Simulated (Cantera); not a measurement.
Input: 1 mol SiCl4, 1 mol O3, held at 1723 K and 0.0100 bar.

Equilibrium computed with Cantera from the NASA thermochemical tables; the gas is ideal and each condensed phase is pure. Candidate condensed phases: Si, SiO2; 15 gas species. The tables hold silica as quartz up to 1696 K and as liquid above; real silica turns to tridymite and cristobalite and melts near 1996 K. Rates play no part.

Base state: Cl 0.754, O2 0.124, Cl2 0.121, ClO 0.000509, O 0.000200 (mole fractions); condensed: SiO2(condensed).

What changes in the equilibrium state with this change: O3 from 1 to 0.31 mol?


```csv
species,before,after
Cl,0.754,0.663
SiCl4,1.04e-6,0.240
Cl2,0.121,0.0937
O2,0.124,3.23e-7
SiCl3,1.44e-8,0.00378
SiCl2,<1e-9,0.000112
ClO,0.000509,7.21e-7
O,0.000200,3.23e-7
SiO,3.29e-8,2.04e-5
"SiO2(condensed), mol",1.000,0.465
```
The tables' values for SiCl3 are old estimates; treat these amounts as uncertain.
